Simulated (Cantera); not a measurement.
Input (Python, Cantera) and output of one run.

```python
import numpy as np
import cantera as ct

gas_names = """
    CL CL2 H HCL H2 Si SiCL SiCL2 SiCL3 SiCL4 SiH SiHCL3 SiH2 SiH2CL2 SiH3 SiH3CL SiH4 Si2 Si3
""".split()
cond_names = """
    Si(cr) Si(L)
""".split()


# ... load() reads the species with a 1 bar reference pressure and builds the phases ...
atoms = {
    'SiH4': {'Si': 1, 'H': 4},
    'Cl2': {'CL': 2},
    'H2': {'H': 2},
}
top_T = {}  # K; cautious upper limits of use, not melting points


# ... equilibrate(T, P, feed) seeds the gas with the atoms and calls Mixture.equilibrate('TP', solver="vcs", rtol=1e-11, max_steps=5000) ...
results = []
feed = {'SiH4': 1, 'Cl2': 0.58, 'H2': 4.1}  # mol
T = 1500  # K
P = 101325  # Pa
mix = equilibrate(T, P, feed)
results.append((T, P, feed, dict(zip(mix.species_names, mix.species_moles))))
x = sorted(zip(gas.X, gas.species_names), reverse=True)
print(f"T = {T:g} K  P = {P:g} Pa  gas = {mix.phase_moles(0):.4g} mol")
print("   x: " + "  ".join(f"{s} {v:.3e}" for v, s in x if v > 1e-05))
print("   condensed (mol): " + ("  ".join(f"{mix.phase(i).name} {mix.phase_moles(i):.4g}"
      for i in range(1, mix.n_phases) if mix.phase_moles(i) > 1e-12) or "none"))
```

Result:

```
T = 1500 K  P = 101325 Pa  gas = 6.605 mol
   x: H2 8.797e-01  HCL 8.185e-02  SiCL2 2.446e-02  SiCL3 5.351e-03  SiHCL3 4.139e-03  SiCL4 3.718e-03  SiH2CL2 7.328e-04  SiH3CL 3.808e-05  H 1.640e-05
   condensed (mol): Si(cr) 0.7461
```

Equilibrium computed with Cantera from the NASA thermochemical tables; the gas is ideal and each condensed phase is pure. The tables' values for SiCl3 are old estimates; treat these amounts as uncertain.
